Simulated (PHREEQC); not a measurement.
Consider water at 65 °C with 0.0024 mol/kgw KOH, 0.0079 mol/kgw CO2 and 0.002 mol/kgw (CH3)4NCl. Closed to the air; pH follows from the charge balance.

All values are PHREEQC results (ion-association model, phreeqc.dat), not measurements.

Each row changes one thing in this solution. No solid was allowed to form.

| case | pH | ionic strength (mol/kgw) | CO2 (mol/kgw) | HCO3- (mol/kgw) | (CO2)2 (mol/kgw) | CO3-2 (mol/kgw) | SI of Sylvite (KCl) |
|---|---|---|---|---|---|---|---|
| as made | 5.91 | 0.00440 | 0.00550 | 0.00240 | 1.59e-6 | 1.78e-7 | -6.46 |
| temperature from 65 to 90 °C | 5.98 | 0.00440 | 0.00549 | 0.00240 | 2.45e-6 | 2.15e-7 | -6.56 |
| 0.00082 mol/kgw HF added | 5.67 | 0.00440 | 0.00631 | 0.00159 | 2.09e-6 | 6.76e-8 | -6.46 |
| (CH3)4NCl from 0.002 to 0.003 mol/kgw | 5.90 | 0.00540 | 0.00550 | 0.00240 | 1.59e-6 | 1.80e-7 | -6.29 |
| temperature from 65 to 55 °C | 5.89 | 0.00440 | 0.00550 | 0.00240 | 1.28e-6 | 1.64e-7 | -6.42 |
| 0.00065 mol/kgw K2CO3 added | 6.14 | 0.00570 | 0.00485 | 0.00370 | 1.24e-6 | 4.87e-7 | -6.28 |

(CH3)4N+ isn't in the database: it is added as a free cation with an ion size of 4 Å. At this temperature some constants are extrapolated from 25 °C, and those without enthalpy data are left unchanged.
